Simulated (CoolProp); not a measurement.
Vapour-liquid equilibrium of cyclohexane (1) + ethylbenzene (2) at 19.55 °C; x and y are mole fractions of (1).

Model: multi-fluid Helmholtz-energy mixture model, Zhou 2014 and Zhou 2012; pair parameters Bell 2016, in CoolProp.

| x | bubble pressure (MPa) | y at the bubble point | dew pressure at overall composition x (MPa) | liquid density (mol/L) |
|---|---|---|---|---|
| 0.05 | 0.001548 | 0.429 | 0.0009750 | 8.218 |
| 0.15 | 0.002748 | 0.711 | 0.001081 | 8.317 |
| 0.25 | 0.003866 | 0.817 | 0.001212 | 8.418 |
| 0.35 | 0.004885 | … | 0.001379 | 8.520 |
| 0.45 | 0.005805 | 0.906 | 0.001600 | 8.625 |
| 0.55 | … | 0.930 | 0.001905 | 8.732 |
| 0.65 | 0.007419 | 0.949 | … | 8.842 |
| 0.75 | 0.008166 | 0.964 | 0.003076 | 8.955 |
| 0.85 | 0.008916 | … | 0.004417 | 9.072 |
| 0.95 | 0.009706 | 0.993 | 0.007485 | 9.194 |

**Question.** What belongs in the gaps?

**Answer.** 
- 0.35, y at the bubble point: 0.872
- 0.55, bubble pressure (MPa): 0.006642
- 0.65, dew pressure at overall composition x (MPa): 0.002354
- 0.85, y at the bubble point: 0.978

No azeotrope shows between x = 0.05 and 0.95.

Pair parameters are fitted to limited data, so mixtures are less certain than the pure fluids.
